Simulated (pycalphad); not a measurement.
## Phase fractions of Al-2.31Si-3.77Fe (at.%)

All values are pycalphad results on the COST 507 light-alloy database (1999) (1 atm), not direct measurements. These are 1990s assessments: newer ones move some temperatures and phases. Phase fractions are per mole of atoms.

```json
[
 {"T (K)": "1100", "liquid": "1.000", "AL13FE4": "-", "fcc": "-", "ALFESI_ALPHA": "-", "ALFESI_BETA": "-"},
 {"T (K)": "1050", "liquid": "0.955", "AL13FE4": "0.045", "fcc": "-", "ALFESI_ALPHA": "-", "ALFESI_BETA": "-"},
 {"T (K)": "1000", "liquid": "0.918", "AL13FE4": "0.082", "fcc": "-", "ALFESI_ALPHA": "-", "ALFESI_BETA": "-"},
 {"T (K)": "950", "liquid": "0.890", "AL13FE4": "0.110", "fcc": "-", "ALFESI_ALPHA": "-", "ALFESI_BETA": "-"},
 {"T (K)": "900", "liquid": "0.114", "AL13FE4": "-", "fcc": "0.693", "ALFESI_ALPHA": "0.193", "ALFESI_BETA": "-"},
 {"T (K)": "850", "liquid": "-", "AL13FE4": "-", "fcc": "0.795", "ALFESI_ALPHA": "0.171", "ALFESI_BETA": "0.035"},
 {"T (K)": "800", "liquid": "-", "AL13FE4": "-", "fcc": "0.792", "ALFESI_ALPHA": "0.162", "ALFESI_BETA": "0.046"},
 {"T (K)": "750", "liquid": "-", "AL13FE4": "-", "fcc": "0.790", "ALFESI_ALPHA": "0.156", "ALFESI_BETA": "0.053"},
 {"T (K)": "700", "liquid": "-", "AL13FE4": "-", "fcc": "0.790", "ALFESI_ALPHA": "0.153", "ALFESI_BETA": "0.057"},
 {"T (K)": "650", "liquid": "-", "AL13FE4": "-", "fcc": "0.789", "ALFESI_ALPHA": "0.153", "ALFESI_BETA": "0.057"},
 {"T (K)": "600", "liquid": "-", "AL13FE4": "-", "fcc": "0.790", "ALFESI_ALPHA": "0.155", "ALFESI_BETA": "0.055"},
 {"T (K)": "550", "liquid": "-", "AL13FE4": "-", "fcc": "0.791", "ALFESI_ALPHA": "0.159", "ALFESI_BETA": "0.049"},
 {"T (K)": "500", "liquid": "-", "AL13FE4": "-", "fcc": "0.793", "ALFESI_ALPHA": "0.167", "ALFESI_BETA": "0.040"}
]
```

Database names, with the compositions (at.%) that they take in these runs: AL13FE4: Al 76 Fe 24; ALFESI_ALPHA: Al 71-73 Fe 19 Si 8-10; ALFESI_BETA: Al 70 Si 15 Fe 15.
